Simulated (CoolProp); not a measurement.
Vapour-liquid equilibrium of R152A (1) + R227EA (2) at 292.7 K; x and y are mole fractions of (1).

Computed with CoolProp (multi-fluid Helmholtz-energy mixture model, Outcalt 1996 and Lemmon 2016; pair parameters Bell 2016).

Task: Give the bubble pressure and the first vapour's composition at x = 0.05, 0.5, 0.575. Is there an azeotrope?

Result: x = 0.05: 0.3867 MPa, y = 0.057; x = 0.5: 0.4449 MPa, y = 0.573; x = 0.575: 0.4561 MPa, y = 0.644. No azeotrope shows between x = 0.05 and 0.95.

The pair parameters rest on a limited set of measurements; away from them the model extrapolates. The gap from Raoult's law changes sign with composition, which may be real or a fault of the pair parameters; it wasn't checked against measurements.
